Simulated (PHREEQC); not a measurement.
A solution holds 0.011 mol/kgw FeSO4, 0.017 mol/kgw ZnCl2, 6.4e-05 mol/kgw NaF and 0.00018 mol/kgw NaCl, at 25 °C. Closed to the air; pH follows from the charge balance.

Model: ion-association model, wateq4f.dat, run in PHREEQC.

Each row changes one thing in this solution. No solid was allowed to form.

| case | pH | ionic strength (mol/kgw) | Zn+2 (mol/kgw) | Fe+2 (mol/kgw) | SO4-2 (mol/kgw) | ZnSO4 (mol/kgw) | SI of Zincite(c) (ZnO) | SI of Zn(OH)2-e (Zn(OH)2) |
|---|---|---|---|---|---|---|---|---|
| as made | 5.52 | 0.0738 | 0.0131 | 0.00914 | 0.00585 | 0.00317 | -2.35 | -2.71 |
| NaCl from 0.00018 to 0.0009 mol/kgw | 5.52 | 0.0746 | 0.0132 | 0.00915 | 0.00586 | 0.00316 | -2.35 | -2.71 |
| NaF from 6.4e-05 to 3.2e-05 mol/kgw | ___ | 0.0738 | 0.0131 | 0.00915 | 0.00584 | 0.00317 | -2.35 | -2.72 |
| diluted 2-fold with water | ___ | 0.0387 | 0.00692 | 0.00473 | 0.00334 | 0.00137 | -2.31 | -2.67 |
| FeSO4 from 0.011 to 0.0022 mol/kgw | ___ | 0.0546 | 0.0154 | 0.00206 | 0.00119 | 0.000901 | -2.38 | -2.74 |
| NaF from 6.4e-05 to 0.000128 mol/kgw | ___ | 0.0739 | 0.0131 | 0.00914 | 0.00585 | 0.00317 | -2.33 | -2.69 |
| NaCl left out | 5.52 | 0.0736 | 0.0131 | 0.00914 | 0.00584 | 0.00317 | -2.34 | -2.71 |

Q: Fill in the missing entries.

A: 
- NaF from 6.4e-05 to 3.2e-05 mol/kgw, pH: 5.51
- diluted 2-fold with water, pH: 5.64
- FeSO4 from 0.011 to 0.0022 mol/kgw, pH: 5.45
- NaF from 6.4e-05 to 0.000128 mol/kgw, pH: 5.53

Fluoro complexes past AlF4- and FeF3 are missing from the database.
